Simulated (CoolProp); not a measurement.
Vapour-liquid equilibrium of R1234yf (1) + R1234ze(E) (2) at 14.4 bar; x and y are mole fractions of (1).

The numbers come from the multi-fluid Helmholtz-energy mixture model, Lemmon 2022 and Thol 2016; pair parameters Bell 2022 in CoolProp.

| x | bubble temperature (°C) | y at the bubble point | dew temperature at overall composition x (°C) | liquid density (mol/L) |
|---|---|---|---|---|
| 0.05 | 64.4 | 0.060 | 64.5 | 8.842 |
| 0.2 | 62.5 | 0.230 | 62.9 | 8.802 |
| 0.35 | 60.8 | 0.390 | 61.2 | 8.755 |
| 0.5 | 59.2 | 0.540 | 59.6 | 8.703 |
| 0.65 | 57.7 | 0.685 | 58.0 | 8.647 |
| 0.8 | 56.2 | 0.824 | 56.5 | 8.588 |
| 0.95 | 54.7 | 0.957 | 54.8 | 8.525 |

No azeotrope shows between x = 0.05 and 0.95.

Pair parameters are fitted to limited data, so mixtures are less certain than the pure fluids.
